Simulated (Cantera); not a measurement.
Cantera run:

```python
import numpy as np
import cantera as ct

gas_names = """
    B BN BO BO2 B2 B2O B2O2 B2O3 N NO NO2 NO3 N2 N2O O O2 O3
""".split()
cond_names = """
    B(b) B(L) BN(s) B2O3(L)
""".split()


# ... load() reads the species with a 1 bar reference pressure and builds the phases ...
atoms = {
    'BN': {'B': 1, 'N': 1},
    'O2': {'O': 2},
    'N2': {'N': 2},
}
top_T = {'BN(s)': 3200}  # K; cautious upper limits of use, not melting points


# ... equilibrate(T, P, feed) seeds the gas with the atoms and calls Mixture.equilibrate('TP', solver="vcs", rtol=1e-11, max_steps=5000) ...
results = []
feed = {'BN': 1, 'O2': 0.49, 'N2': 0.62}  # mol
P = 1.1  # Pa
for T in [800, 950, 1100, 1250, 1400, 1550, 1700, 1850, 2000]:
    mix = equilibrate(T, P, feed)
    results.append((T, P, feed, dict(zip(mix.species_names, mix.species_moles))))

top = {s: max(r[3][s] / sum(r[3][g] for g in gas_names) for r in results) for s in gas_names}
cols = sorted((s for s in top if top[s] > 0.0001), key=lambda s: -top[s])[:6]
seen = [c for c in cond_names if any(r[3].get(c, 0) > 1e-12 for r in results)]
print("log10 of partial pressures in bar; condensed amounts in mol")
print(f"{'T/K':>10s}" + "".join(f"{s[:9]:>10s}" for s in cols + seen))
for T, P, feed, n in results:
    ng = sum(n[g] for g in gas_names)
    print(f"{T:10.4g}" + "".join(f"{np.log10(max(n[s] / ng * P / 1e5, 1e-99)):10.3f}" for s in cols)
          + "".join(f"{n.get(c, 0):10.4g}" for c in seen))
```

Output:

```
log10 of partial pressures in bar; condensed amounts in mol
       T/K        N2        BO      B2O3      B2O2         B       B2O      B(b)     BN(s)   B2O3(L)
       800    -4.959   -21.300   -16.722   -21.333   -38.070   -35.995         0    0.3467    0.3267
       950    -4.959   -16.197   -12.572   -15.791   -29.696   -27.335         0    0.3467    0.3267
      1100    -4.959   -12.507    -9.592   -11.791   -23.612   -21.068         0    0.3467    0.3266
      1250    -4.960    -9.719    -7.356    -8.774   -18.995   -16.328         0    0.3466    0.3228
      1400    -5.089    -7.518    -5.619    -6.378   -15.309   -12.539         0    0.3125  0.008195
      1550    -5.116    -6.371    -6.048    -5.694   -12.381   -10.155         0    0.1427         0
      1700    -5.157    -5.710    -7.250    -5.693    -9.964    -8.470         0   0.02838         0
      1850    -5.206    -5.394    -8.855    -6.164    -8.049    -7.407   0.01159         0         0
      2000    -5.230    -5.311   -10.028    -6.933    -7.166    -7.434         0         0         0
```

Equilibrium computed with Cantera from the NASA thermochemical tables; the gas is ideal and each condensed phase is pure. Mutual solubility and eutectic melting of coexisting phases are not modelled.
